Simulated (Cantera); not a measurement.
Thermodynamics of hydrogen reduction and annealing atmospheres, feed V2O5 + H2

Charge: 1 mol V2O5, a varied amount of H2, held at 1675 K and 2.20 mbar.

These are equilibrium values from Cantera (NASA tables, ideal gas, pure condensed phases), not measurements of a reactor. Candidate condensed phases: H2O, V, VO, V2O3, V2O4, V2O5; 12 gas species. Mutual solubility and eutectic melting of coexisting phases are not modelled. VO: taken at fixed stoichiometry. Condensed phases not in the tables: the oxides between V2O3 and V2O5 other than VO2. Kinetics and transport are ignored.

```csv
n(H2) (mol),x H2,x H2O,x O2,x OH,x H,x VO2,x O,x VO,n V2O4(s),n V2O3(s),n VO(s)
0.74,0.000722,0.845,0.148,0.00377,6.65e-5,0.00179,0.000280,1.90e-9,0.999,0,0
1.4,0.00720,0.987,0.00203,0.00139,0.000210,0.00179,3.29e-5,1.62e-8,0.602,0.396,0
2.6,0.230,0.768,1.20e-6,0.000192,0.00119,0.000280,7.99e-7,1.04e-7,0,1.000,0
4.8,0.582,0.416,5.53e-8,6.53e-5,0.00189,0.000129,1.71e-7,2.24e-7,0,1.000,0
9.1,0.778,0.219,8.59e-9,2.98e-5,0.00218,8.13e-5,6.75e-8,3.57e-7,0,1.000,0
17,0.880,0.117,1.92e-9,1.50e-5,0.00232,5.59e-5,3.20e-8,5.19e-7,0,1.000,0
32,0.935,0.0624,4.81e-10,7.73e-6,0.00239,3.95e-5,1.60e-8,7.34e-7,0,0.999,0
59,0.964,0.0338,1.33e-10,4.13e-6,0.00243,2.87e-5,8.41e-9,1.01e-6,0,0.999,0
110,0.979,0.0181,3.71e-11,2.20e-6,0.00245,2.08e-5,4.44e-9,1.39e-6,0,0.999,0
210,0.988,0.00950,1.00e-11,1.14e-6,0.00246,1.50e-5,2.30e-9,1.93e-6,0,0.998,0
390,0.990,0.00767,6.49e-12,9.23e-7,0.00246,1.27e-5,1.85e-9,2.03e-6,0,0,1.99
720,0.993,0.00415,1.89e-12,4.99e-7,0.00247,6.85e-6,1.00e-9,2.03e-6,0,0,1.99
1300,0.995,0.00230,<1e-12,2.76e-7,0.00247,3.79e-6,5.54e-10,2.03e-6,0,0,1.99
```
x: gas mole fraction; n: condensed amount in mol.

At 0.74 mol H2 the condensed part is V2O4(s). At 1.4 mol H2 the condensed part is V2O3(s) + V2O4(s). From 2.6 mol H2 to 210 mol H2 the condensed part is V2O3(s). From 390 mol H2 to 1300 mol H2 the condensed part is VO(s). The main V-bearing gas is VO2 throughout.
